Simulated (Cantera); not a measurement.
Thermodynamics of hydrogen reduction and annealing atmospheres, feed Nb₂O₅ + H₂ + H₂O

Input: 1 mol Nb₂O₅, a varied amount of H₂, 0.069 mol H₂O, at 950 K and 100000 Pa.

Method: chemical equilibrium by Gibbs-energy minimisation in Cantera with the NASA 1993 tables (ideal gas, pure condensed phases). Candidate condensed phases: H₂O, Nb, NbO, NbO₂, Nb₂O₅; 12 gas species. Condensed phases not in the tables: the oxides between NbO₂ and Nb₂O₅. Rates play no part.

From 1.1 mol H₂ to 14 mol H₂ the condensed part is Nb₂O₅(s). From 31 mol H₂ to 170 mol H₂ the condensed part is NbO₂(s) + Nb₂O₅(s). From 390 mol H₂ to 2100 mol H₂ the condensed part is NbO₂(s).

```csv
n(H₂) (mol),x H₂,x H₂O,n Nb₂O₅(s),n NbO₂(s)
1.1,0.941,0.0590,1.00,0
2.5,0.973,0.0269,1.00,0
5.9,0.988,0.0116,1.00,0
14,0.995,0.00490,1.00,0
31,0.996,0.00362,0.957,0.0867
73,0.996,0.00362,0.805,0.391
170,0.996,0.00362,0.454,1.09
390,0.997,0.00274,0,2.00
890,0.999,0.00120,0,2.00
2100,0.999,0.000509,0,2.00
```
x: gas mole fraction; n: condensed amount in mol.
